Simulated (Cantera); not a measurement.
An adiabatic, constant-volume homogeneous reactor starts with 7.35 % CH4, 5.15 % H2, 18.4 % O2, 69.1 % N2, at 1298 K and 2.20 bar.

Computed with Cantera and GRI-Mech 3.0 (53 species, 325 reactions).

Problem. Predict: time of steepest temperature rise; temperature at 1.00 s; equilibrium temperature; x(H2) at 1.00 s; x(O2) at 1.00 s; x(H) at 1.00 s.

Solution. 
| Item | Result |
|---|---|
| time of steepest temperature rise | 0.323 ms |
| temperature at 1.00 s | 2909 K |
| equilibrium temperature | 2909 K |
| x(H2) at 1.00 s | 0.0166 (gas-phase equilibrium 0.0166) |
| x(O2) at 1.00 s | 0.0217 (gas-phase equilibrium 0.0217) |
| x(H) at 1.00 s | 0.00687 (gas-phase equilibrium 0.00687) |
